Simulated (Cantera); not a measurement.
**Equilibrium for silicon carbide growth: Si(CH₃)₄ + C₂H₄ + H₂**

Input: 1 mol Si(CH₃)₄, 0.019 mol C₂H₄, 8.8 mol H₂, at 75000 Pa.

Method: chemical equilibrium by Gibbs-energy minimisation in Cantera with the NASA 1993 tables (ideal gas, pure condensed phases). Candidate condensed phases: C, C₆H₆, C₇H₈, C₈H₁₈, Si, SiC; 87 gas species. Gases not in the tables: Si₂H₆ and higher silanes. Equilibrium is a limit: real reactors are often held back by kinetics, nucleation or transport.

| T (°C) | x H₂ | x H | x C₂H₂ (acetylene) | x CH₄ | x Si | x SiC₂ | x SiH | x Si₂C | n C(graphite) | n SiC(s) |
|---|---|---|---|---|---|---|---|---|---|---|
| 1100 | 0.996 | 3.84e-6 | 1.72e-6 | 0.00375 | 2.19e-12 | <1e-12 | 1.08e-11 | <1e-12 | 2.98 | 1.00 |
| 1200 | 0.998 | 1.46e-5 | 6.49e-6 | 0.00219 | 4.78e-11 | <1e-12 | 1.49e-10 | <1e-12 | 3.01 | 1.00 |
| 1300 | 0.999 | 4.69e-5 | 2.06e-5 | 0.00137 | 7.01e-10 | 2.22e-12 | 1.46e-9 | 1.84e-12 | 3.02 | 1.000 |
| 1400 | 0.999 | 0.000131 | 5.69e-5 | 0.000909 | 7.44e-9 | 4.87e-11 | 1.09e-8 | 3.81e-11 | 3.02 | 1.000 |
| 1500 | 0.999 | 0.000328 | 0.000140 | 0.000631 | 6.03e-8 | 7.50e-10 | 6.45e-8 | 5.54e-10 | 3.02 | 1.000 |
| 1600 | 0.998 | 0.000745 | 0.000312 | 0.000456 | 3.90e-7 | 8.56e-9 | 3.15e-7 | 6.01e-9 | 3.02 | 1.000 |
| 1700 | 0.997 | 0.00156 | 0.000639 | 0.000341 | 2.08e-6 | 7.60e-8 | 1.30e-6 | 5.09e-8 | 3.01 | 1.000 |
| 1800 | 0.995 | 0.00303 | 0.00122 | 0.000262 | 9.45e-6 | 5.43e-7 | 4.70e-6 | 3.49e-7 | 3.00 | 1.000 |
| 1900 | 0.992 | 0.00555 | 0.00219 | 0.000206 | 3.72e-5 | 3.22e-6 | 1.50e-5 | 1.99e-6 | 2.97 | 0.999 |
| 2000 | 0.986 | 0.00963 | 0.00372 | 0.000165 | 0.000130 | 1.63e-5 | 4.30e-5 | 9.69e-6 | 2.93 | 0.996 |
| 2100 | 0.977 | 0.0159 | 0.00601 | 0.000134 | 0.000407 | 7.16e-5 | 0.000113 | 4.11e-5 | 2.86 | 0.988 |
| 2200 | 0.963 | 0.0253 | 0.00929 | 0.000109 | 0.00116 | 0.000278 | 0.000271 | 0.000155 | 2.78 | 0.966 |
| 2300 | 0.942 | 0.0385 | 0.0137 | 8.91e-5 | 0.00304 | 0.000968 | 0.000607 | 0.000522 | 2.67 | 0.908 |
x: gas mole fraction; n: condensed amount in mol.

From 1100 °C to 2300 °C the condensed part is C(graphite) + SiC(s).
